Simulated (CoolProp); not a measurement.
A closed Brayton cycle with dry air: compressor inlet 324.15 K and 0.54 MPa, high pressure 1.37 MPa, turbine inlet 930 K, compressor efficiency 0.89, turbine efficiency 0.93, recuperator effectiveness 0.8 (on enthalpy, no pinch check). Each further row changes one setting.

Values from CoolProp's reference Helmholtz-energy equation of state, Lemmon 2000. It is a pseudo-pure fit of the blend.

```tsv
case	thermal efficiency (%)	net work (kJ/kg)	compressor to turbine work	compressor exit (K)	turbine exit (K)
as stated	34.7	94.5	0.54	434.7	744.3
turbine inlet 880 K	33.1	83.2	[?]	434.7	[?]
compressor inlet 334.15 K	[?]	[?]	0.56	447.9	744.3
high pressure 1.16 MPa	[?]	[?]	[?]	412.8	[?]
recuperator effectiveness 0.5	25.6	94.5	0.54	434.7	744.3
```

Question: Some entries are withheld; supply them.

Answer: 
- turbine inlet 880 K, compressor to turbine work: 0.57
- turbine inlet 880 K, turbine exit (K): 702.8
- compressor inlet 334.15 K, thermal efficiency (%): 33.8
- compressor inlet 334.15 K, net work (kJ/kg): 91.0
- high pressure 1.16 MPa, thermal efficiency (%): 33.4
- high pressure 1.16 MPa, net work (kJ/kg): 83.4
- high pressure 1.16 MPa, compressor to turbine work: 0.52
- high pressure 1.16 MPa, turbine exit (K): 774.8
